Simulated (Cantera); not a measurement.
A Cantera script and what it prints.

```python
import numpy as np
import cantera as ct

gas_names = """
    H H2 P PH PH3 P2 P4
""".split()
cond_names = """
    P(cr) P(L)
""".split()


def load(file, names, dense=False):
    # The tables refer to 1 bar. Condensed volumes are neglected.
    table = {s.name: s for s in ct.Species.list_from_file(file)}
    out = []
    for n in names:
        d = dict(table[n].input_data)
        d["thermo"] = dict(d["thermo"], **{"reference-pressure": 1e5})
        if dense:
            d["equation-of-state"] = {"model": "constant-volume", "density": "1e6 g/cm^3"}
        out.append(ct.Species.from_dict(d))
    return out


gas = ct.Solution(thermo="ideal-gas", species=load("nasa_gas.yaml", gas_names))
cond = {s.name: ct.Solution(thermo="fixed-stoichiometry", species=[s], name=s.name)
        for s in load("nasa_condensed.yaml", cond_names, dense=True)}
atoms = {
    'PH3': {'P': 1, 'H': 3},
    'H2': {'H': 2},
}
top_T = {}  # K; cautious upper limits of use, not melting points


def equilibrate(T, P, feed):
    n = {}
    for name, mol in feed.items():
        for a, k in atoms[name].items():
            n[a] = n.get(a, 0.0) + k * mol
    gas.TPX = T, P, n
    mass = sum(n.values()) * gas.mean_molecular_weight
    gas.equilibrate("TP")
    valid = [c for c in cond.values() if c.min_temp <= T <= top_T.get(c.name, c.max_temp)]
    mix = ct.Mixture([(gas, mass / gas.mean_molecular_weight)] + [(c, 0.0) for c in valid])
    mix.T, mix.P = T, P
    mix.equilibrate("TP", solver="vcs", rtol=1e-11, max_steps=5000)
    return mix


results = []
feed = {'PH3': 1, 'H2': 0.48}  # mol
P = 13  # Pa
for T in [1500, 1650, 1800, 1950, 2100, 2250, 2400, 2550]:
    mix = equilibrate(T, P, feed)
    results.append((T, P, feed, dict(zip(mix.species_names, mix.species_moles))))
    x = sorted(zip(gas.X, gas.species_names), reverse=True)
    print(f"T = {T:g} K  P = {P:g} Pa  gas = {mix.phase_moles(0):.4g} mol")
    print("   x: " + "  ".join(f"{s} {v:.3e}" for v, s in x if v > 1e-05))
    print("   condensed (mol): " + ("  ".join(f"{mix.phase(i).name} {mix.phase_moles(i):.4g}"
          for i in range(1, mix.n_phases) if mix.phase_moles(i) > 1e-12) or "none"))
```

It prints:

```
T = 1500 K  P = 13 Pa  gas = 2.482 mol
   x: H2 7.971e-01  P2 2.014e-01  H 1.378e-03  P 1.122e-04
   condensed (mol): none
T = 1650 K  P = 13 Pa  gas = 2.49 mol
   x: H2 7.917e-01  P2 2.005e-01  H 7.090e-03  P 6.821e-04  PH 2.966e-05
   condensed (mol): none
T = 1800 K  P = 13 Pa  gas = 2.519 mol
   x: H2 7.723e-01  P2 1.970e-01  H 2.760e-02  P 3.055e-03  PH 7.838e-05
   condensed (mol): none
T = 1950 K  P = 13 Pa  gas = 2.605 mol
   x: H2 7.175e-01  P2 1.865e-01  H 8.516e-02  P 1.067e-02  PH 1.705e-04
   condensed (mol): none
T = 2100 K  P = 13 Pa  gas = 2.82 mol
   x: H2 5.966e-01  H 2.111e-01  P2 1.623e-01  P 2.980e-02  PH 2.985e-04
   condensed (mol): none
T = 2250 K  P = 13 Pa  gas = 3.261 mol
   x: H 4.124e-01  H2 4.009e-01  P2 1.200e-01  P 6.637e-02  PH 3.937e-04
   condensed (mol): none
T = 2400 K  P = 13 Pa  gas = 3.918 mol
   x: H 6.179e-01  H2 1.962e-01  P 1.162e-01  P2 6.932e-02  PH 3.626e-04
   condensed (mol): none
T = 2550 K  P = 13 Pa  gas = 4.497 mol
   x: H 7.358e-01  P 1.612e-01  H2 7.233e-02  P2 3.049e-02  PH 2.373e-04
   condensed (mol): none
```

Equilibrium computed with Cantera from the NASA thermochemical tables; the gas is ideal and each condensed phase is pure.
